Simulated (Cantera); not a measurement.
Input: 1 mol toluene, 0.015 mol NH₃, 1.1 mol N₂, equilibrated at 2850 K and 0.100 bar.

These are equilibrium values from Cantera (NASA tables, ideal gas, pure condensed phases), not measurements of a reactor. Candidate condensed phases: C, C₆H₆, C₇H₈, C₈H₁₈; 92 gas species. Equilibrium is a limit: real reactors are often held back by kinetics, nucleation or transport.

Base state: H₂ 0.534, H 0.225, N₂ 0.164, HCN 0.0450, C₂H₂ (acetylene) 0.0210, HNC 0.00750, CN 0.00168, C₂H 0.00121 (mole fractions); condensed: C(graphite).

Q: What changes in the equilibrium state with this change: temperature from 2850 K to 1000 K?

A: 
| species | before | after |
|---|---|---|
| H₂ | 0.534 | 0.777 |
| N₂ | 0.164 | 0.217 |
| CH₄ | 2.63e-6 | 0.00577 |
| H | 0.225 | 6.33e-9 |
| C₂H₂ (acetylene) | 0.0210 | <1e-9 |
| HCN | 0.0450 | 2.13e-6 |
| HNC | 0.00750 | 3.15e-9 |
| CN | 0.00168 | <1e-9 |
| C₂H | 0.00121 | <1e-9 |
| C₃ | 0.000578 | <1e-9 |
| C(graphite), mol | 6.41 | 6.97 |

Q: What changes in the equilibrium state with this change: toluene replaced by C₂H₅OH?

A: 
```
species              before     after
-----------------  --------  --------
H₂                    0.534     0.395
H                     0.225     0.193
CO                        0     0.176
C₂H₂ (acetylene)     0.0210    0.0155
HCN                  0.0450    0.0395
N₂                    0.164     0.171
CH₃                 1.82e-5   1.16e-5
C₄H₂               0.000344  0.000254
C₂H₂ (vinylidene)   4.59e-5   3.40e-5
CH₂                 1.74e-5   1.28e-5
C(graphite), mol       6.41     0.520
```
Further candidate phases: H₂O.
